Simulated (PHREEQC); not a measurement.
Consider water at 90 °C with 0.018 mol CuSO4, 0.27 mol HCl and 0.28 mol KCl per kg of water. Closed to the air; pH follows from the charge balance.

Equilibrium calculation in PHREEQC: ion-association model, phreeqc.dat.

```tsv
quantity	before	after
pH	0.73	1.87
HSO4- (mol/kgw)	0.0167	0.00921
CuCl+ (mol/kgw)	0.0127	0.0118
Cu+2 (mol/kgw)	0.00320	0.00458
CuCl2 (mol/kgw)	0.00209	0.00129
SI of Sylvite (KCl)	-2.43	-2.64
```

Q: Which change was made?
(A) CuSO4 from 0.018 to 0.0018 mol/kgw
(B) HCl from 0.27 to 0.027 mol/kgw
(C) diluted 2-fold with water

A: B, HCl from 0.27 to 0.027 mol/kgw

No solid was allowed to form. At this temperature some constants are extrapolated from 25 °C, and those without enthalpy data are left unchanged.
